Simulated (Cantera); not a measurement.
Mixture: CH4 : H2 : O2 : N2 : H2O = 1 : 0.66 : 2.51 : 9.42 : 3.1 (molar parts), at 28.0 bar, adiabatic and at constant volume. Ignition delay is the time to a rise of 400 K.

Detailed kinetics in Cantera: GRI-Mech 3.0 (53 species, 325 reactions). The pressure lies above the range GRI-Mech 3.0 was tuned for (to about 10 atm).

```
quantity                                                before       after
--------------------------------------------------  ----------  ----------
delay at 1248 K                                       0.161 ms    0.287 ms
delay at 1448 K                                        22.1 µs     50.3 µs
delay at 1648 K                                        5.84 µs     14.9 µs
delay at 1848 K                                        2.08 µs     5.20 µs
delay at 2048 K                                       0.859 µs     2.12 µs
apparent activation energy between 1848 and 2048 K  140 kJ/mol  140 kJ/mol
```

Name the change that produced these shifts.
A) pressure from 28.0 bar to 10.0 bar
B) pressure from 28.0 bar to 1.00 bar
C) N2 9.42 to 6.4 parts
D) CH4 1 to 0.68 parts

A, pressure from 28.0 bar to 10.0 bar
